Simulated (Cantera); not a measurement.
A Cantera script and what it prints.

```python
import numpy as np
import cantera as ct

gas_names = """
    H H2 Si SiH SiH2 SiH3 SiH4 Si2 Si3
""".split()
cond_names = """
    Si(cr) Si(L)
""".split()


def load(file, names, dense=False):
    # The tables refer to 1 bar. Condensed volumes are neglected.
    table = {s.name: s for s in ct.Species.list_from_file(file)}
    out = []
    for n in names:
        d = dict(table[n].input_data)
        d["thermo"] = dict(d["thermo"], **{"reference-pressure": 1e5})
        if dense:
            d["equation-of-state"] = {"model": "constant-volume", "density": "1e6 g/cm^3"}
        out.append(ct.Species.from_dict(d))
    return out


gas = ct.Solution(thermo="ideal-gas", species=load("nasa_gas.yaml", gas_names))
cond = {s.name: ct.Solution(thermo="fixed-stoichiometry", species=[s], name=s.name)
        for s in load("nasa_condensed.yaml", cond_names, dense=True)}
atoms = {
    'Si2H6': {'Si': 2, 'H': 6},
    'H2': {'H': 2},
}
top_T = {}  # K; cautious upper limits of use, not melting points


def equilibrate(T, P, feed):
    n = {}
    for name, mol in feed.items():
        for a, k in atoms[name].items():
            n[a] = n.get(a, 0.0) + k * mol
    gas.TPX = T, P, n
    mass = sum(n.values()) * gas.mean_molecular_weight
    gas.equilibrate("TP")
    valid = [c for c in cond.values() if c.min_temp <= T <= top_T.get(c.name, c.max_temp)]
    mix = ct.Mixture([(gas, mass / gas.mean_molecular_weight)] + [(c, 0.0) for c in valid])
    mix.T, mix.P = T, P
    mix.equilibrate("TP", solver="vcs", rtol=1e-11, max_steps=5000)
    return mix


results = []
feed = {'Si2H6': 1, 'H2': 760}  # mol
T = 900  # K
P = 100000  # Pa
mix = equilibrate(T, P, feed)
results.append((T, P, feed, dict(zip(mix.species_names, mix.species_moles))))
print(gas.report(threshold=0.0001))
for i in range(1, mix.n_phases):
    print(f"{mix.phase(i).name:16s} {mix.phase_moles(i):12.5e} mol")
```

It prints:

```
       temperature   900 K
          pressure   1e+05 Pa
           density   0.026941 kg/m^3
  mean mol. weight   2.016 kg/kmol
   phase of matter   gas

                          1 kg             1 kmol
                     ---------------   ---------------
          enthalpy        8.7684e+06        1.7677e+07  J
   internal energy        5.0566e+06        1.0194e+07  J
           entropy             80885        1.6307e+05  J/K
    Gibbs function       -6.4028e+07       -1.2908e+08  J
 heat capacity c_p             14866             29971  J/K
 heat capacity c_v             10742             21656  J/K

                      mass frac. Y      mole frac. X     chem. pot. / RT
                     ---------------   ---------------   ---------------
                H2                 1                 1            -17.25
     [   +8 minor]        4.8164e-06        3.0244e-07

Si(cr)            1.99977e+00 mol
```

These are equilibrium values from Cantera (NASA tables, ideal gas, pure condensed phases), not measurements of a reactor. The feed counts by its element totals alone.
